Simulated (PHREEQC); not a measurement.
Consider water at 72 °C with 0.24 mol/kgw MgCl2 and 0.0026 mol/kgw NaHCO3. Closed to the air; pH follows from the charge balance.

All values are PHREEQC results (Pitzer model, pitzer.dat), not measurements.

The pH is 7.09 and the ionic strength is 0.722 mol/kgw. The activity of water is 0.989, the density is 0.995 g/cm³ and the osmotic coefficient comes out as 0.856. The total alkalinity is 2.60 meq/kg.

| species | molality | activity | log γ |
|---|---|---|---|
| Cl- | 0.480 | 0.295 | -0.211 |
| Mg+2 | 0.240 | 0.0523 | -0.661 |
| Na+ | 0.00260 | 0.00181 | -0.158 |
| HCO3- | 0.00229 | 0.00115 | -0.300 |
| CO2 | 0.000176 | 0.000191 | 0.036 |
| MgCO3 | 9.30e-5 | 9.30e-5 | 0.000 |
| MgOH+ | 3.87e-5 | 3.41e-5 | -0.056 |
| CO3-2 | 3.78e-5 | 1.03e-6 | -1.566 |
| OH- | 5.95e-6 | 2.16e-6 | -0.441 |
| H+ | 1.09e-7 | 8.16e-8 | -0.125 |

This is a speciation only: nothing precipitates in the calculation. The solution is supersaturated, for example in Magnesite (slow to form), so a real one may precipitate; this is no full list. Species that the database lacks are ignored. Away from 25 °C the constants follow the database's enthalpies or fits; those with neither stay at their 25 °C values.
